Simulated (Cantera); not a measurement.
Input: 1 mol CaCO3, a varied amount of H2, at 1000 K and 1.20 bar.

Equilibrium computed with Cantera from the NASA thermochemical tables; the gas is ideal and each condensed phase is pure. Candidate condensed phases: C, C6H6, C7H8, C8H18, Ca, CaCO3, CaO, Ca(OH)2, H2O; 115 gas species. Kinetics and transport are ignored.

log p: log10 of the partial pressure in bar; n: condensed amount in mol.

```
n(H2) (mol)  log p H2  log p H2O  log p CO  log p CO2  log p CH4  n CaCO3(calcite)  n CaO(s)
-----------  --------  ---------  --------  ---------  ---------  ----------------  --------
0.88            -0.11      -0.72     -0.80      -1.26      -1.82             0.799     0.201
1.2             -0.11      -0.72     -0.80      -1.26      -1.82             0.726     0.274
1.5             -0.11      -0.72     -0.80      -1.26      -1.82                 ?         ?
2               -0.11      -0.72     -0.80      -1.26      -1.82             0.544     0.456
2.7             -0.11      -0.72     -0.80      -1.26      -1.82                 ?         ?
3.6             -0.11      -0.72     -0.80      -1.26      -1.82             0.178     0.822
4.7             -0.10      -0.74     -0.82      -1.31      -1.80                 0      1.00
```

Q: Complete the blanks.

A: 
- 2.7, n CaCO3(calcite): 0.384
- 2.7, n CaO(s): 0.616
- 1.5, n CaCO3(calcite): 0.658
- 1.5, n CaO(s): 0.342
